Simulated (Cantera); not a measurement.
**Adiabatic ignition**

An adiabatic, constant-pressure homogeneous reactor starts with CH4 : C2H6 : C3H8 : O2 : N2 = 1 : 0.1 : 0.25 : 3 : 11.3 (molar parts), equivalence ratio 1.2, at 1425 K and 1500000 Pa.

Cantera simulation using GRI-Mech 3.0 (53 species, 325 reactions); the numbers are that mechanism's predictions, not measurements. GRI-Mech 3.0 was tuned for natural gas; its chemistry of propane as a main component is partial and can be far from experiment. The pressure lies above the range GRI-Mech 3.0 was tuned for (to about 10 atm).

```json
[
 {"t (s)": "5.00e-6", "T (K)": "1425", "x CH4": "0.0638", "x C2H6": "0.00635", "x C3H8": "0.0157", "x NO2": "<1e-12", "x NO": "<1e-12", "x O2": "0.191"},
 {"t (s)": "1.89e-5", "T (K)": "1431", "x CH4": "0.0627", "x C2H6": "0.00628", "x C3H8": "0.0140", "x NO2": "<1e-12", "x NO": "1.77e-12", "x O2": "0.189"},
 {"t (s)": "7.17e-5", "T (K)": "2928", "x CH4": "<1e-12", "x C2H6": "<1e-12", "x C3H8": "<1e-12", "x NO2": "2.88e-7", "x NO": "0.000907", "x O2": "0.00381"},
 {"t (s)": "0.000271", "T (K)": "2915", "x CH4": "<1e-12", "x C2H6": "<1e-12", "x C3H8": "<1e-12", "x NO2": "1.28e-6", "x NO": "0.00437", "x O2": "0.00321"},
 {"t (s)": "0.00103", "T (K)": "2913", "x CH4": "<1e-12", "x C2H6": "<1e-12", "x C3H8": "<1e-12", "x NO2": "1.41e-6", "x NO": "0.00484", "x O2": "0.00313"},
 {"t (s)": "0.00389", "T (K)": "2913", "x CH4": "<1e-12", "x C2H6": "<1e-12", "x C3H8": "<1e-12", "x NO2": "1.41e-6", "x NO": "0.00484", "x O2": "0.00313"},
 {"t (s)": "0.0147", "T (K)": "2913", "x CH4": "<1e-12", "x C2H6": "<1e-12", "x C3H8": "<1e-12", "x NO2": "1.41e-6", "x NO": "0.00484", "x O2": "0.00313"},
 {"t (s)": "0.0558", "T (K)": "2913", "x CH4": "<1e-12", "x C2H6": "<1e-12", "x C3H8": "<1e-12", "x NO2": "1.41e-6", "x NO": "0.00484", "x O2": "0.00313"},
 {"t (s)": "0.211", "T (K)": "2913", "x CH4": "<1e-12", "x C2H6": "<1e-12", "x C3H8": "<1e-12", "x NO2": "1.41e-6", "x NO": "0.00484", "x O2": "0.00313"},
 {"t (s)": "0.800", "T (K)": "2913", "x CH4": "<1e-12", "x C2H6": "<1e-12", "x C3H8": "<1e-12", "x NO2": "1.41e-6", "x NO": "0.00484", "x O2": "0.00313"}
]
```
x: mole fraction; the columns are a selection and need not sum to one.

```
Item                                                                Result
---------------------------------  ---------------------------------------
time of steepest temperature rise                                  51.5 µs
temperature at 0.800 s                                              2913 K
equilibrium temperature                                             2913 K
x(CH4) at 0.800 s                  <1e-12 (gas-phase equilibrium 1.16e-12)
x(C2H6) at 0.800 s                   <1e-12 (gas-phase equilibrium <1e-12)
x(C3H8) at 0.800 s                   <1e-12 (gas-phase equilibrium <1e-12)
```
